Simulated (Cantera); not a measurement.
An isothermal, constant-pressure homogeneous reactor starts with 15.2 % CH₄, 63.6 % H₂O, 21.2 % H₂, at 1825 K and 14.8 atm.

Detailed kinetics in Cantera: GRI-Mech 3.0 (53 species, 325 reactions). The pressure lies above the range GRI-Mech 3.0 was tuned for (to about 10 atm).

x: mole fraction; the columns are a selection and need not sum to one.

```
t (s)       x CH₄  x H₂O   x H₂    x C₂H₂     x OH     x CO₂    x C₂H₄
--------  -------  -----  -----  --------  -------  --------  --------
4.00e-5     0.144  0.633  0.219  0.000857  9.06e-6   1.34e-6   0.00175
9.19e-5     0.136  0.629  0.228   0.00355  8.93e-6   9.45e-6   0.00254
0.000211    0.120  0.619  0.246   0.00980  8.67e-6   5.32e-5   0.00266
0.000486   0.0963  0.602  0.276    0.0191  8.29e-6  0.000262   0.00272
0.00112    0.0687  0.579  0.312    0.0283  7.83e-6   0.00111   0.00312
0.00257    0.0470  0.549  0.350    0.0319  7.31e-6   0.00360   0.00346
0.00590       [?]  0.510    [?]       [?]      [?]       [?]       [?]
0.0136     0.0303  0.462  0.428    0.0157  5.64e-6    0.0130   0.00201
0.0312        [?]    [?]  0.472       [?]      [?]    0.0160       [?]
0.0716    0.00977  0.376  0.507   0.00110  4.20e-6    0.0170  0.000165
0.165     0.00205  0.359  0.524   4.39e-5  3.94e-6    0.0170   6.86e-6
0.379     7.06e-5  0.355  0.528   5.16e-8  3.90e-6    0.0170   8.12e-9
0.870     1.55e-6  0.355  0.529  3.17e-11  3.91e-6    0.0170  4.92e-12
2.00      1.52e-6  0.355  0.529  3.07e-11  3.91e-6    0.0170  4.76e-12
```

Fill in the missing entries.


- 0.00590, x CH₄: 0.0365
- 0.00590, x H₂: 0.387
- 0.00590, x C₂H₂: 0.0265
- 0.00590, x OH: 6.57e-6
- 0.00590, x CO₂: 0.00815
- 0.00590, x C₂H₄: 0.00309
- 0.0312, x CH₄: 0.0210
- 0.0312, x H₂O: 0.412
- 0.0312, x C₂H₂: 0.00603
- 0.0312, x OH: 4.78e-6
- 0.0312, x C₂H₄: 0.000849
